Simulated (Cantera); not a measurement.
Cantera run, input and output.

```python
import numpy as np
import cantera as ct

gas = ct.Solution("h2o2.yaml")
gas.TPX = 1375, 2666, {'H2': 0.35, 'O2': 1}
inlet = ct.Reservoir(gas, clone=True)

reactor = ct.IdealGasConstPressureReactor(gas, energy="off", clone=False)
exhaust = ct.Reservoir(gas, clone=True)
tau = [0.41, 0.16, 0.061, 0.023, 0.0089, 0.0034, 0.0013, 0.0005, 0.00019][0]
for a, b in ((inlet, reactor), (reactor, exhaust)):
    ct.MassFlowController(a, b, mdot=lambda t: reactor.mass / tau)
net = ct.ReactorNet([reactor])
show = ['H2', 'O2', 'O', 'H2O2', 'HO2']

rows = []
print(f"{'tau/s':>10s}{'T/K':>9s}" + "".join(f"{s:>11s}" for s in show))
for tau in [0.41, 0.16, 0.061, 0.023, 0.0089, 0.0034, 0.0013, 0.0005, 0.00019]:
    net.initial_time = 0.0
    net.advance(30 * tau)
    before = gas.X
    net.advance(40 * tau)
    drift = np.max(np.abs(gas.X - before) / (gas.X + 1e-9))
    rows.append([gas.T, *gas[show].X, drift])
    print(f"{tau:10.3e}{gas.T:9.1f}" + "".join(f"{x:11.3e}" for x in gas[show].X))
```

It prints:

```
     tau/s      T/K         H2         O2          O       H2O2        HO2
 4.100e-01   1375.0  8.602e-04  6.973e-01  3.384e-03  2.912e-07  6.244e-06
 1.600e-01   1375.0  1.578e-03  6.941e-01  6.294e-03  3.845e-07  8.724e-06
 6.100e-02   1375.0  2.897e-03  6.881e-01  1.173e-02  4.916e-07  1.132e-05
 2.300e-02   1375.0  5.213e-03  6.774e-01  2.147e-02  5.943e-07  1.347e-05
 8.900e-03   1375.0  8.775e-03  6.604e-01  3.666e-02  6.577e-07  1.454e-05
 3.400e-03   1375.0  1.364e-02  6.375e-01  5.655e-02  6.622e-07  1.438e-05
 1.300e-03   1375.0  1.955e-02  6.174e-01  7.305e-02  6.383e-07  1.355e-05
 5.000e-04   1375.0  2.863e-02  6.099e-01  7.804e-02  6.436e-07  1.279e-05
 1.900e-04   1375.0  4.782e-02  6.178e-01  7.021e-02  6.832e-07  1.204e-05
```

Model: the H2/O2 subset of GRI-Mech 3.0, which has no nitrogen chemistry, integrated in Cantera. Radical loss at walls, strong at low pressure, is not modelled. The temperature is held fixed by assumption; the heat of reaction is taken as removed at once.
